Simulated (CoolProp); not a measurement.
A simple Rankine cycle with R142b: condensing at 325.15 K, boiler at 1.61 MPa, turbine inlet 362.5 K, turbine efficiency 0.7, pump efficiency 0.8, no recuperator. Each further row changes one setting.

Computed with CoolProp (reference Helmholtz-energy equation of state, Lemmon 2006). It is a short technical equation, of lower accuracy than the large ones.

```
case                             thermal efficiency (%)  net work (kJ/kg)  heat in (kJ/kg)  turbine exit temperature (K)  volume ratio over the turbine
-------------------------------  ----------------------  ----------------  ---------------  ----------------------------  -----------------------------
as stated                                           5.8              11.7              202                         332.6                           2.41
turbine inlet 382.5 K                               5.9              13.3              226                    (withheld)                     (withheld)
condensing temperature 317.15 K              (withheld)              15.0              213                         326.3                           2.98
boiler pressure 1.13 MPa                     (withheld)              7.44              213                    (withheld)                           1.60
turbine efficiency 0.6                              4.9              9.91              202                         334.4                           2.43
```

Task: Some entries are withheld; supply them.

Result: 
- turbine inlet 382.5 K, turbine exit temperature (K): 355.1
- turbine inlet 382.5 K, volume ratio over the turbine: 2.33
- condensing temperature 317.15 K, thermal efficiency (%): 7.0
- boiler pressure 1.13 MPa, thermal efficiency (%): 3.5
- boiler pressure 1.13 MPa, turbine exit temperature (K): 347.7
